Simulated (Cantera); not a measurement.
A closed system holds: 1 mol SiH₂Cl₂, 33 mol N₂, a varied amount of H₂, at 1523 K and 0.190 bar.

Cantera equilibrium calculation (NASA polynomials, part measured and part estimated; ideal gas, pure solids and liquids). Candidate condensed phases: NH₄Cl, Si, Si₃N₄; 28 gas species. The tables' values for SiCl₃ are old estimates; treat these amounts as uncertain. Equilibrium is a limit: real reactors are often held back by kinetics, nucleation or transport.

Problem. At 5.5 mol H₂, list the 4 most abundant gas species with their mole fractions, and the condensed phases.

Solution. N₂ 0.812, H₂ 0.138, HCl 0.0493, SiCl₂ 0.000351. Condensed: Si₃N₄(s).
